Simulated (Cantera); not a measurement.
Input: 1 mol SiCl4, 2.4 mol Cl2, 1.7 mol H2, held at 927 °C and 140000 Pa.

Cantera equilibrium calculation (NASA polynomials, part measured and part estimated; ideal gas, pure solids and liquids). Candidate condensed phases: Si; 19 gas species. Equilibrium is a limit: real reactors are often held back by kinetics, nucleation or transport.

Base state: HCl 0.666, SiCl4 0.196, Cl2 0.136, Cl 0.00148 (mole fractions); condensed: gas only.

Q: What changes in the equilibrium state with this change: Cl2 from 2.4 to 1.5 mol?

A: 
```csv
species,before,after
HCl,0.666,0.715
SiCl4,0.196,0.237
H2,4.27e-9,0.0471
Cl2,0.136,1.42e-8
SiHCl3,<1e-9,0.000425
SiCl3,6.51e-8,0.000244
Cl,0.00148,4.77e-7
```
The tables' values for SiCl3 are old estimates; treat these amounts as uncertain.
